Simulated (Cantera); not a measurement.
What does this Cantera script print?

```python
import numpy as np
import cantera as ct

gas_names = """
    H HO2 H2 H2O H2O2 O OH O2 O3 Pb PbO Pb2
""".split()
cond_names = """
    H2O(s) H2O(L) Pb(cr) Pb(L) PbO(rd) PbO(yw) PbO(L) PbO2(s) Pb3O4(s)
""".split()


# ... load() reads the species with a 1 bar reference pressure and builds the phases ...
atoms = {
    'PbO': {'Pb': 1, 'O': 1},
    'H2': {'H': 2},
}
top_T = {'Pb3O4(s)': 820}  # K; cautious upper limits of use, not melting points


# ... equilibrate(T, P, feed) seeds the gas with the atoms and calls Mixture.equilibrate('TP', solver="vcs", rtol=1e-11, max_steps=5000) ...
results = []
feed = {'PbO': 1, 'H2': 900}  # mol
T = 650  # K
P = 101325  # Pa
mix = equilibrate(T, P, feed)
results.append((T, P, feed, dict(zip(mix.species_names, mix.species_moles))))
x = sorted(zip(gas.X, gas.species_names), reverse=True)
print(f"T = {T:g} K  P = {P:g} Pa  gas = {mix.phase_moles(0):.4g} mol")
print("   x: " + "  ".join(f"{s} {v:.3e}" for v, s in x if v > 0.001))
print("   condensed (mol): " + ("  ".join(f"{mix.phase(i).name} {mix.phase_moles(i):.4g}"
      for i in range(1, mix.n_phases) if mix.phase_moles(i) > 1e-12) or "none"))
```

It prints:

```
T = 650 K  P = 101325 Pa  gas = 900 mol
   x: H2 9.989e-01  H2O 1.111e-03
   condensed (mol): Pb(L) 1
```

Equilibrium computed with Cantera from the NASA thermochemical tables; the gas is ideal and each condensed phase is pure.
